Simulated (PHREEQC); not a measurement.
Consider water at 55 °C with 0.021 mol TMAH, 5.1e-06 mol H4SiO4 and 1.8e-05 mol CO2 per kg of water. Closed to the air; pH follows from the charge balance.

Equilibrium calculation in PHREEQC: ion-association model, wateq4f.dat.

Precipitation was switched off in this run.

Order these Si species by the share of Si that they hold, largest first: H3SiO4-, H4SiO4, H2SiO4-2.

H3SiO4- (87 %), H2SiO4-2 (12 %), H4SiO4 (0.84 %)

The pH is 11.40 and the ionic strength 0.0210 mol/kgw. Complexes and solids missing from the database can't appear. (CH3)4N+ isn't in the database: it is added as a free cation with an ion size of 4 Å. Constants without temperature data keep their 25 °C values here.
